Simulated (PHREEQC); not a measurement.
## City or well water

A made-up water analysis in mg/kgw, 25 °C, pH 7.24, pe 9:

| constituent | mg/kgw |
|---|---|
| Na | 21.7 |
| K | 0.437 |
| Ca | 24.6 |
| Mg | 8.72 |
| Cl | 62.9 |
| S(6) as SO4 | 54 |
| Alkalinity as HCO3 | 2.92 |
| Li | 0.00513 |
| Si as SiO2 | 0.0698 |
| Zn | 0.107 |
| Cd | 0.243 |

Valence states are taken as typed.

The numbers come from PHREEQC with the ion-association model, phreeqc.dat.

```yaml
ionic_strength: 0.00425 mol/kgw
specific_conductance: 346 µS/cm
charge_balance_error: -0.7 %
```

```tsv
species	molality	activity	log γ
Cl-	0.00177	0.00165	-0.031
Na+	0.000942	0.000879	-0.030
Ca+2	0.000583	0.000443	-0.119
SO4-2	0.000507	0.000384	-0.120
Mg+2	0.000336	0.000256	-0.118
HCO3-	4.70e-5	4.39e-5	-0.030
CaSO4	3.02e-5	3.03e-5	0.000
MgSO4	2.30e-5	2.30e-5	0.000
K+	1.11e-5	1.04e-5	-0.031
CO2	5.68e-6	5.68e-6	0.000
NaSO4-	1.81e-6	1.69e-6	-0.030
Cd+2	1.78e-6	1.34e-6	-0.122
Zn+2	1.49e-6	1.13e-6	-0.120
H4SiO4	1.16e-6	1.16e-6	0.000
```

This is a speciation only: nothing precipitates in the calculation. Species that the database lacks are ignored.
